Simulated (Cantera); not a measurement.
A Cantera script and what it prints.

```python
import numpy as np
import cantera as ct

gas_names = """
    H HNO HNO2 HNO3 HO2 H2 H2O H2O2 N NH NH2 NH3 NH2OH NO NO2 NO3 N2 N2H2 N2H4 N2O O OH O2 O3 Pb PbO Pb2
""".split()
cond_names = """
    H2O(s) H2O(L) Pb(cr) Pb(L) PbO(rd) PbO(yw) PbO(L) PbO2(s) Pb3O4(s)
""".split()


# ... load() reads the species with a 1 bar reference pressure and builds the phases ...
atoms = {
    'Pb': {'Pb': 1},
    'H2O': {'H': 2, 'O': 1},
    'N2': {'N': 2},
    'O2': {'O': 2},
}
top_T = {'Pb3O4(s)': 820}  # K; cautious upper limits of use, not melting points


# ... equilibrate(T, P, feed) seeds the gas with the atoms and calls Mixture.equilibrate('TP', solver="vcs", rtol=1e-11, max_steps=5000) ...
results = []
feed = {'Pb': 1, 'H2O': 0.95, 'N2': 7, 'O2': 0.6}  # mol
P = 8900  # Pa
for T in [673, 773, 873, 973, 1073, 1173, 1273, 1373, 1473, 1573, 1673, 1773, 1873, 1973]:
    mix = equilibrate(T, P, feed)
    results.append((T, P, feed, dict(zip(mix.species_names, mix.species_moles))))
    x = sorted(zip(gas.X, gas.species_names), reverse=True)
    print(f"T = {T:g} K  P = {P:g} Pa  gas = {mix.phase_moles(0):.4g} mol")
    print("   x: " + "  ".join(f"{s} {v:.3e}" for v, s in x if v > 0.001))
    print("   condensed (mol): " + ("  ".join(f"{mix.phase(i).name} {mix.phase_moles(i):.4g}"
          for i in range(1, mix.n_phases) if mix.phase_moles(i) > 1e-12) or "none"))
```

It prints:

```
T = 673 K  P = 8900 Pa  gas = 8.05 mol
   x: N2 8.696e-01  H2O 1.180e-01  O2 1.242e-02
   condensed (mol): PbO(rd) 1
T = 773 K  P = 8900 Pa  gas = 8.05 mol
   x: N2 8.696e-01  H2O 1.180e-01  O2 1.242e-02
   condensed (mol): PbO(yw) 1
T = 873 K  P = 8900 Pa  gas = 8.05 mol
   x: N2 8.696e-01  H2O 1.180e-01  O2 1.242e-02
   condensed (mol): PbO(yw) 1
T = 973 K  P = 8900 Pa  gas = 8.05 mol
   x: N2 8.696e-01  H2O 1.180e-01  O2 1.242e-02
   condensed (mol): PbO(yw) 1
T = 1073 K  P = 8900 Pa  gas = 8.05 mol
   x: N2 8.695e-01  H2O 1.180e-01  O2 1.241e-02
   condensed (mol): PbO(yw) 0.9997
T = 1173 K  P = 8900 Pa  gas = 8.054 mol
   x: N2 8.692e-01  H2O 1.180e-01  O2 1.240e-02
   condensed (mol): PbO(L) 0.9965
T = 1273 K  P = 8900 Pa  gas = 8.076 mol
   x: N2 8.667e-01  H2O 1.176e-01  O2 1.238e-02  PbO 3.142e-03
   condensed (mol): PbO(L) 0.974
T = 1373 K  P = 8900 Pa  gas = 8.199 mol
   x: N2 8.537e-01  H2O 1.159e-01  PbO 1.673e-02  O2 1.260e-02
   condensed (mol): PbO(L) 0.8549
T = 1473 K  P = 8900 Pa  gas = 8.765 mol
   x: N2 7.985e-01  H2O 1.084e-01  PbO 6.983e-02  O2 1.516e-02  Pb 7.810e-03
   condensed (mol): PbO(L) 0.3195
T = 1573 K  P = 8900 Pa  gas = 9.13 mol
   x: N2 7.664e-01  H2O 1.040e-01  PbO 9.199e-02  O2 1.943e-02  Pb 1.753e-02
   condensed (mol): none
T = 1673 K  P = 8900 Pa  gas = 9.169 mol
   x: N2 7.630e-01  H2O 1.034e-01  PbO 8.321e-02  Pb 2.585e-02  O2 2.333e-02
   condensed (mol): none
T = 1773 K  P = 8900 Pa  gas = 9.214 mol
   x: N2 7.590e-01  H2O 1.027e-01  PbO 7.341e-02  Pb 3.512e-02  O2 2.760e-02  NO 1.347e-03
   condensed (mol): none
T = 1873 K  P = 8900 Pa  gas = 9.262 mol
   x: N2 7.548e-01  H2O 1.018e-01  PbO 6.326e-02  Pb 4.471e-02  O2 3.188e-02  NO 2.011e-03  OH 1.215e-03
   condensed (mol): none
T = 1973 K  P = 8900 Pa  gas = 9.311 mol
   x: N2 7.504e-01  H2O 1.005e-01  Pb 5.401e-02  PbO 5.340e-02  O2 3.584e-02  NO 2.864e-03  OH 2.112e-03
   condensed (mol): none
```

Equilibrium computed with Cantera from the NASA thermochemical tables; the gas is ideal and each condensed phase is pure. Gases not in the tables: (PbO)n polymers.
